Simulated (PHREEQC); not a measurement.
Consider water at 70 °C with 0.01 mol/kgw NaCl. Closed to the air; pH follows from the charge balance.

Computed with PHREEQC (ion-association model, phreeqc.dat).

```
Quantity                       Value
--------------------  --------------
ionic strength        0.0100 mol/kgw
specific conductance      2580 µS/cm
```

| species | molality | activity | log γ |
|---|---|---|---|
| Cl- | 0.0100 | 0.00892 | -0.050 |
| Na+ | 0.0100 | 0.00895 | -0.048 |
| H+ | 4.47e-7 | 4.05e-7 | -0.043 |
| OH- | 4.47e-7 | 3.99e-7 | -0.050 |

Precipitation was switched off in this run. Complexes and solids missing from the database can't appear. Away from 25 °C the constants follow the database's enthalpies or fits; those with neither stay at their 25 °C values.
